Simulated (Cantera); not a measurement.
Feed: 1 mol HMDSO, 0.11 mol N2O, 2.3 mol H2, held at 23000 Pa.

Cantera equilibrium calculation (NASA polynomials, part measured and part estimated; ideal gas, pure solids and liquids). Candidate condensed phases: C, C6H6, C7H8, C8H18, H2O, Si, SiC, SiO2, Si2N2O, Si3N4; 151 gas species. The feed counts by its element totals alone. Mutual solubility and eutectic melting of coexisting phases are not modelled. The tables hold silica as quartz up to 1696 K and as liquid above; real silica turns to tridymite and cristobalite and melts near 1996 K. Rates play no part.

x: gas mole fraction; n: condensed amount in mol.

```
T (K)   x H2     x CH4      x CO     x N2       x H  n C(graphite)  n SiC(s)  n SiO2(α-quartz)  n Si2N2O(s)  n SiO2(β-quartz)
-----  -----  --------  --------  -------  --------  -------------  --------  ----------------  -----------  ----------------
700    0.504     0.496    <1e-12   <1e-12    <1e-12          0.972      1.28             0.500        0.110                 0
850    0.887     0.113  8.40e-10   <1e-12  4.02e-11           3.58      1.28                 0        0.110             0.500
1000   0.979    0.0210   5.43e-7      ___   4.68e-9           4.49      1.28                 0        0.110             0.500
1150   0.995   0.00533   6.34e-5      ___   1.55e-7           4.66      1.28                 0        0.110             0.500
1300   0.996   0.00179   0.00242      ___   2.30e-6           4.66      1.29                 0        0.110             0.486
1450   0.956  0.000694    0.0429      ___   1.93e-5           3.95      1.54                 0        0.108             0.247
1600   0.902  0.000305    0.0884  0.00870  0.000108           2.89      2.00                 0            0                 0
1750   0.902  0.000171    0.0882  0.00857  0.000460           2.89      1.99                 0            0                 0
```

Q: Complete the blanks.

A: 
- 1000, x N2: 1.56e-10
- 1150, x N2: 5.86e-8
- 1300, x N2: 5.49e-6
- 1450, x N2: 0.000197
